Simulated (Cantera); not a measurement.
An adiabatic, constant-volume homogeneous reactor starts with CH4 : O2 : N2 = 1 : 2.94 : 11.1 (molar parts), equivalence ratio 0.68, at 1123 K and 750 Torr.

Computed with Cantera and GRI-Mech 3.0 (53 species, 325 reactions).

x: mole fraction; the columns are a selection and need not sum to one.

| t (s) | T (K) | P (bar) | x CH4 | x O2 | x H2O2 | x HO2 | x H | x NO | x CH3 |
|---|---|---|---|---|---|---|---|---|---|
| 2.00e-6 | 1123 | 1.00 | 0.0665 | 0.195 | <1e-12 | 2.51e-10 | <1e-12 | <1e-12 | 2.53e-10 |
| 6.32e-6 | 1123 | 1.00 | 0.0665 | 0.195 | <1e-12 | 7.94e-10 | <1e-12 | <1e-12 | 8.01e-10 |
| 2.00e-5 | 1123 | 1.00 | 0.0665 | 0.195 | 5.06e-12 | 2.51e-9 | 1.02e-12 | <1e-12 | … |
| 6.32e-5 | 1123 | 1.00 | 0.0665 | 0.195 | 4.94e-11 | 7.90e-9 | 1.70e-12 | <1e-12 | … |
| 0.000200 | 1123 | 1.00 | 0.0665 | 0.195 | 4.62e-10 | 2.47e-8 | 4.07e-12 | <1e-12 | … |
| 0.000632 | 1123 | 1.00 | 0.0665 | 0.195 | 3.77e-9 | 7.48e-8 | 1.42e-11 | <1e-12 | … |
| 0.00200 | 1123 | 1.00 | 0.0665 | 0.195 | 2.13e-8 | 2.03e-7 | 8.15e-11 | <1e-12 | … |
| 0.00632 | 1123 | 1.00 | 0.0665 | 0.195 | 4.86e-8 | 3.16e-7 | 5.19e-10 | <1e-12 | … |
| 0.0200 | 1123 | 1.00 | 0.0664 | 0.195 | 9.20e-8 | 5.67e-7 | 1.24e-9 | <1e-12 | … |
| 0.0632 | 1127 | 1.00 | 0.0660 | 0.195 | 5.10e-7 | 2.18e-6 | 7.73e-9 | <1e-12 | … |
| 0.200 | 2597 | 2.34 | <1e-12 | 0.0567 | 3.80e-7 | 9.29e-6 | 0.00140 | 0.0135 | <1e-12 |

Question: What belongs in the gaps?

Answer: 
- 2.00e-5, x CH3: 2.54e-9
- 6.32e-5, x CH3: 8.12e-9
- 0.000200, x CH3: 2.65e-8
- 0.000632, x CH3: 9.35e-8
- 0.00200, x CH3: 4.27e-7
- 0.00632, x CH3: 2.22e-6
- 0.0200, x CH3: 3.58e-6
- 0.0632, x CH3: 7.44e-6
